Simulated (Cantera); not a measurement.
Feed: 1 mol SiH₄, 2 mol HCl, 24 mol H₂, 0.37 mol C₃H₈, equilibrated at 0.133 bar.

These are equilibrium values from Cantera (NASA tables, ideal gas, pure condensed phases), not measurements of a reactor. Candidate condensed phases: C, C₆H₆, C₇H₈, C₈H₁₈, Si, SiC; 109 gas species. The tables' values for SiCl₃ are old estimates; treat these amounts as uncertain. Kinetics and transport are ignored.

**Question.** At 1100 K, list the 4 most abundant gas species with their mole fractions, and the condensed phases.

**Answer.** H₂ 0.930, HCl 0.0656, CH₄ 0.00414, SiCl₄ 0.000534. Condensed: C(graphite) + SiC(s).
